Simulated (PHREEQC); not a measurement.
Synthetic water in mg/kgw, 25 °C, pH 2.07, pe 8.8: Na 293; K 42.4; Ca 451; Mg 23.6; Cl 130; S(6) as SO4 2400; Br 13.1; Mn(2) 0.839.

Valence states are taken as typed.

All values are PHREEQC results (ion-association model, phreeqc.dat), not measurements.

Each row changes one thing in this solution. No solid was allowed to form.

```
case                           ionic strength (mol/kgw)  SO4-2 (mol/kgw)  Ca+2 (mol/kgw)  HSO4- (mol/kgw)  CaSO4 (mol/kgw)  Mg+2 (mol/kgw)  SI of Gypsum (CaSO4:2H2O)  SI of Halite (NaCl)
-----------------------------  ------------------------  ---------------  --------------  ---------------  ---------------  --------------  -------------------------  -------------------
as made                                          0.0614           0.0141         0.00743          0.00626          0.00357        0.000588                      -0.11                -6.10
Br from 13.1 to 39.3 mg/kgw                         [?]           0.0141         0.00743          0.00626          0.00357        0.000588                      -0.11                -6.10
S(6) from 2400 to 1200 mg/kgw                       [?]          0.00653         0.00882          0.00307              [?]        0.000721                      -0.31                -6.08
```

**Question.** Fill in the missing entries.

**Answer.** 
- Br from 13.1 to 39.3 mg/kgw, ionic strength (mol/kgw): 0.0615
- S(6) from 2400 to 1200 mg/kgw, ionic strength (mol/kgw): 0.0476
- S(6) from 2400 to 1200 mg/kgw, CaSO4 (mol/kgw): 0.00227

Complexes and solids missing from the database can't appear.
